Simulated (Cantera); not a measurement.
Source: NASA polynomial tables (part measured, part estimated), evaluated in Cantera. Values are per mole of reaction as written; species without (g) are pure solids or liquids, kept so even where they would boil at 1 bar.

5 TaO₂(g) = 2 Ta₂O₅ + Ta, with ΔH° = -3087.7 kJ and ΔS° = -1073.0 J/K at 300 K.

Problem. How far is the shortcut ΔG° ≈ ΔH°(300 K) − T·ΔS°(300 K) from the full temperature-dependent value at 2375, 2425, 2475, 2525, 2575, 2625, 2675, 2725, 2775, 2825, 2875 K?

Solution. 
```tsv
T (K)	shortcut (kJ)	full (kJ)	difference (kJ)	difference in log10 K	condensed phases
2375	-539.2	-860.5	321.3	-7.07	Ta₂O₅(l), Ta(s)
2425	-485.5	-824.6	339.1	-7.30	Ta₂O₅(l), Ta(s)
2475	-431.9	-788.9	357.0	-7.53	Ta₂O₅(l), Ta(s)
2525	-378.2	-753.5	375.2	-7.76	Ta₂O₅(l), Ta(s)
2575	-324.6	-718.3	393.7	-7.99	Ta₂O₅(l), Ta(s)
2625	-270.9	-683.3	412.3	-8.20	Ta₂O₅(l), Ta(s)
2675	-217.3	-648.5	431.2	-8.42	Ta₂O₅(l), Ta(s)
2725	-163.6	-613.9	450.3	-8.63	Ta₂O₅(l), Ta(s)
2775	-110.0	-579.6	469.6	-8.84	Ta₂O₅(l), Ta(s)
2825	-56.3	-545.4	489.1	-9.04	Ta₂O₅(l), Ta(s)
2875	-2.7	-511.4	508.8	-9.24	Ta₂O₅(l), Ta(s)
```
The shortcut ignores heat capacities and the phase changes listed.
